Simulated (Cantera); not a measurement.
Charge: 1 mol SiO2, 2800 mol H2, equilibrated at 0.00540 bar.

These are equilibrium values from Cantera (NASA tables, ideal gas, pure condensed phases), not measurements of a reactor. Candidate condensed phases: H2O, Si, SiO2; 18 gas species. The tables hold silica as quartz up to 1696 K and as liquid above; real silica turns to tridymite and cristobalite and melts near 1996 K. Equilibrium is a limit: real reactors are often held back by kinetics, nucleation or transport.

x: gas mole fraction; n: condensed amount in mol.

```tsv
T (K)	x H2	x H	x SiO	x H2O	x OH	x O	x Si	n SiO2(α-quartz)	n SiO2(β-quartz)
673	1.00	<1e-12	<1e-12	<1e-12	<1e-12	<1e-12	<1e-12	1.00	0
823	1.00	9.98e-11	1.45e-12	3.85e-11	<1e-12	<1e-12	<1e-12	1.00	0
973	1.00	?	?	?	<1e-12	<1e-12	<1e-12	0	1.000
1123	1.000	5.80e-7	3.65e-7	3.65e-7	<1e-12	<1e-12	<1e-12	0	0.999
1273	1.000	9.70e-6	1.16e-5	1.16e-5	1.29e-12	<1e-12	<1e-12	0	0.968
1423	1.000	9.04e-5	0.000174	0.000174	3.41e-10	<1e-12	1.79e-11	0	0.513
1573	0.999	0.000553	0.000357	0.000357	7.13e-9	3.32e-12	2.08e-10	0	0
1723	0.997	?	0.000357	0.000357	?	?	?	0	0
1873	0.991	0.00874	0.000355	0.000355	2.43e-7	1.63e-9	8.60e-9	0	0
2023	0.974	0.0255	0.000352	0.000352	9.59e-7	1.82e-8	3.61e-8	0	0
2173	0.936	0.0635	0.000346	0.000343	3.11e-6	1.48e-7	1.22e-7	0	0
```

Q: Some entries are withheld; supply them.

A: 
- 973, x H: 1.47e-8
- 973, x SiO: 3.82e-9
- 973, x H2O: 3.89e-9
- 1723, x H: 0.00248
- 1723, x OH: 4.86e-8
- 1723, x O: 9.59e-11
- 1723, x Si: 1.58e-9
